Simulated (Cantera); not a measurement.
**Adiabatic ignition**

An adiabatic, constant-pressure homogeneous reactor starts with 4.52 % CH₄, 3.26 % CO, 19.4 % O₂, 72.8 % N₂, equivalence ratio 0.55, at 1600 K and 3.26 atm.

Detailed kinetics in Cantera: GRI-Mech 3.0 (53 species, 325 reactions).

| t (s) | T (K) | x CH₄ | x CO | x O₂ | x H₂O₂ | x HO₂ | x C₂H₄ |
|---|---|---|---|---|---|---|---|
| 2.00e-6 | 1600 | 0.0452 | 0.0326 | 0.194 | 6.59e-9 | 6.77e-7 | 3.08e-11 |
| 4.11e-6 | 1600 | 0.0452 | 0.0326 | 0.194 | 1.65e-8 | 1.27e-6 | 4.23e-10 |
| 8.46e-6 | 1600 | 0.0452 | 0.0326 | 0.194 | 3.32e-8 | 2.22e-6 | 5.38e-9 |
| 1.74e-5 | 1600 | 0.0452 | 0.0326 | 0.194 | 5.64e-8 | 3.52e-6 | 7.31e-8 |
| 3.58e-5 | 1600 | 0.0451 | 0.0325 | 0.194 | 1.00e-7 | 5.94e-6 | 1.22e-6 |
| 7.37e-5 | 1603 | 0.0442 | 0.0325 | 0.193 | 3.75e-7 | 1.81e-5 | 2.78e-5 |
| 0.000152 | 2175 | 1.71e-10 | 0.0473 | 0.102 | 4.78e-7 | 2.50e-5 | <1e-12 |
| 0.000312 | 2614 | <1e-12 | 0.00866 | 0.0878 | 3.98e-7 | 1.21e-5 | <1e-12 |
| 0.000641 | 2613 | <1e-12 | 0.00854 | 0.0870 | 3.97e-7 | 1.20e-5 | <1e-12 |
| 0.00132 | 2608 | <1e-12 | 0.00844 | 0.0856 | 3.91e-7 | 1.18e-5 | <1e-12 |
| 0.00271 | 2602 | <1e-12 | 0.00830 | 0.0835 | 3.82e-7 | 1.14e-5 | <1e-12 |
| 0.00558 | 2596 | <1e-12 | 0.00817 | 0.0815 | 3.74e-7 | 1.10e-5 | <1e-12 |
| 0.0115 | 2593 | <1e-12 | 0.00811 | 0.0806 | 3.70e-7 | 1.09e-5 | <1e-12 |
| 0.0236 | 2593 | <1e-12 | 0.00810 | 0.0805 | 3.70e-7 | 1.08e-5 | <1e-12 |
| 0.0486 | 2593 | <1e-12 | 0.00810 | 0.0805 | 3.70e-7 | 1.08e-5 | <1e-12 |
| 0.100 | 2593 | <1e-12 | 0.00810 | 0.0805 | 3.70e-7 | 1.08e-5 | <1e-12 |
x: mole fraction; the columns are a selection and need not sum to one.

| Item | Result |
|---|---|
| time of steepest temperature rise | 0.148 ms |
| temperature at 0.100 s | 2593 K |
| equilibrium temperature | 2593 K |
| x(CH₄) at 0.100 s | <1e-12 (gas-phase equilibrium <1e-12) |
| x(CO) at 0.100 s | 0.00810 (gas-phase equilibrium 0.00810) |
| x(O₂) at 0.100 s | 0.0805 (gas-phase equilibrium 0.0805) |
